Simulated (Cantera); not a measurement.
## Moist CO burnout

An isothermal, constant-pressure homogeneous reactor starts with 0.570 % CO, 0.252 % O2, 5.70 % H2O, 93.5 % N2, equivalence ratio 1.1, at 1400 K and 6.02 atm.

Cantera simulation using GRI-Mech 3.0 (53 species, 325 reactions); the numbers are that mechanism's predictions, not measurements.

| t (s) | x CO | x O2 | x H2O | x NO | x H2O2 | x O | x HO2 |
|---|---|---|---|---|---|---|---|
| 5.00e-6 | 0.00570 | 0.00252 | 0.0570 | <1e-12 | <1e-12 | 2.19e-10 | 1.33e-10 |
| 1.66e-5 | 0.00570 | 0.00252 | 0.0570 | <1e-12 | 2.73e-12 | 4.26e-10 | 4.75e-10 |
| 5.52e-5 | 0.00570 | 0.00252 | 0.0570 | <1e-12 | 1.74e-11 | 1.18e-9 | 2.67e-9 |
| 0.000183 | 0.00570 | 0.00252 | 0.0570 | <1e-12 | 4.21e-10 | 2.02e-8 | 6.19e-8 |
| 0.000610 | 0.00444 | 0.00215 | 0.0564 | 5.26e-9 | 2.55e-7 | 2.11e-5 | 4.21e-6 |
| 0.00203 | 0.000525 | 0.000302 | 0.0563 | 1.25e-7 | 7.97e-8 | 3.47e-6 | 6.41e-7 |
| 0.00673 | 0.000163 | 4.92e-5 | 0.0566 | 1.54e-7 | 9.77e-9 | 2.95e-7 | 8.82e-8 |
| 0.0224 | 0.000123 | 8.31e-6 | 0.0566 | 1.61e-7 | 9.66e-10 | 2.49e-8 | 1.06e-8 |
| 0.0743 | 0.000117 | 1.47e-6 | 0.0566 | 1.62e-7 | 7.59e-11 | 1.83e-9 | 9.35e-10 |
| 0.247 | 0.000116 | 2.99e-7 | 0.0566 | 1.62e-7 | 5.70e-12 | 1.35e-10 | 6.78e-11 |
| 0.820 | 0.000116 | 6.14e-8 | 0.0566 | 1.62e-7 | <1e-12 | 1.63e-11 | 5.31e-12 |
| 2.73 | 0.000116 | 4.55e-9 | 0.0566 | 1.61e-7 | <1e-12 | 7.80e-12 | <1e-12 |
| 9.06 | 0.000116 | 3.74e-10 | 0.0566 | 1.59e-7 | <1e-12 | 7.45e-12 | <1e-12 |
| 30.1 | 0.000116 | 3.73e-10 | 0.0566 | 1.55e-7 | <1e-12 | 7.45e-12 | <1e-12 |
| 100 | 0.000116 | 3.73e-10 | 0.0566 | 1.44e-7 | <1e-12 | 7.45e-12 | <1e-12 |
x: mole fraction; the columns are a selection and need not sum to one.

Equilibrium at this temperature and pressure: CO 0.000116, O2 3.73e-10, H2O 0.0566, NO 3.35e-8, H2O2 <1e-12, O 7.45e-12, HO2 <1e-12 (gas phase only).
